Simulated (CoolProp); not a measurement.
Saturation properties of normal hydrogen.

Values from CoolProp's reference Helmholtz-energy equation of state, Leachman 2009.

| T (K) | p (MPa) | liquid density (kg/m³) | liquid cp (kJ/(kg K)) | vapour viscosity (µPa s) | liquid conductivity (mW/(m K)) |
|---|---|---|---|---|---|
| 21.2 | 0.1285 | 69.88 | 10.26 | 1.04 | 104 |
| 22.3 | 0.1719 | 68.51 | 10.98 | 1.11 | 104 |
| 23.4 | 0.2248 | 67.05 | 11.81 | 1.17 | 103 |
| 24.5 | 0.2883 | 65.46 | 12.79 | 1.24 | 103 |
| 25.6 | 0.3635 | 63.74 | 13.98 | 1.32 | 102 |
| 26.7 | 0.4515 | 61.86 | 15.50 | 1.40 | 101 |
| 27.8 | 0.5535 | 59.75 | 17.53 | 1.49 | 99.1 |
| 28.9 | 0.6706 | 57.36 | 20.47 | 1.59 | 97.1 |
| 30 | 0.8043 | 54.54 | 25.28 | 1.72 | 94.6 |
| 31.1 | 0.9563 | 51.02 | 35.06 | 1.88 | 91.7 |
| 32.2 | 1.129 | 45.95 | 68.28 | 2.14 | 89.7 |

It boils at 20.4 K under 1 atm.

Viscosity comes from a separate model (Muzny 2013). Thermal conductivity comes from a separate model (Assael 2011).
